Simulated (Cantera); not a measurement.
Feed: 1 mol AlN, 0.085 mol H₂O, 4.6 mol N₂, held at 798 K and 2.20 bar.

Equilibrium computed with Cantera from the NASA thermochemical tables; the gas is ideal and each condensed phase is pure. Candidate condensed phases: Al, AlN, Al₂O₃, H₂O; 35 gas species. Equilibrium is a limit: real reactors are often held back by kinetics, nucleation or transport.

Base state: N₂ 0.982, H₂ 0.0180, NH₃ 1.61e-5 (mole fractions); condensed: AlN(s) + Al₂O₃(s).

Question: What changes in the equilibrium state with this change: AlN replaced by Al₂O₃?

Answer: 
| species | before | after |
|---|---|---|
| N₂ | 0.982 | 0.982 |
| H₂O | <1e-9 | 0.0181 |
| H₂ | 0.0180 | <1e-9 |
| NH₃ | 1.61e-5 | <1e-9 |
| AlN(s), mol | 0.943 | 0 |
| Al₂O₃(s), mol | 0.0283 | 1.00 |
